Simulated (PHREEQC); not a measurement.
0.46 g of hydrous ferric oxide (600 m²/g; 0.2 weak and 0.005 strong sites per Fe, Dzombak-Morel constants, diffuse double layer) in 1 kg of water with 0.01 mol/kgw of an inert sodium salt and 1.3e-05 mol/kgw H3BO3, 0.00069 mol/kgw CuCl2 and 0.00023 mol/kgw ZnSO4, at 25 °C; the pH is set by adding NaOH or the inert anion's acid. Oxygen alone is held at its pressure in air (log pO2 = -0.68). No CO2 enters from the air. No solid was allowed to form.

Base run: PHREEQC, ion-association model, wateq4f.dat. Each further column changes one thing. The table gives Cu sorbed (%).

```tsv
pH	base	no electrostatic term (-no_edl)	background salt from 0.01 to 0.001 mol/kgw	oxide from 0.46 to 2.3 g/kgw
3	0.1	0.1	0.1	0.3
4	3.0	3.6	3.1	13.1
5	33.9	49.9	34.0	74.2
5.5	65.4	86.1	63.7	94.8
6.5	91.0	99.6	88.2	99.9
7.5	85.5	99.8	82.5	100.0
8.5	57.2	98.5	54.9	100.0
9	50.7	94.2	49.3	99.9
10	47.0	46.1	47.0	99.9
11	45.1	2.2	46.3	99.8
```

In at least one series the solution becomes supersaturated in solids that the run did not let form, among them Cu(OH)2, Brochantite, Antlerite, Atacamite, Zn(OH)2-e. The database's constant for dissolved Cu(OH)2 is higher than later reviews accept. The oxide is taken as insoluble; below pH 4 it would dissolve.
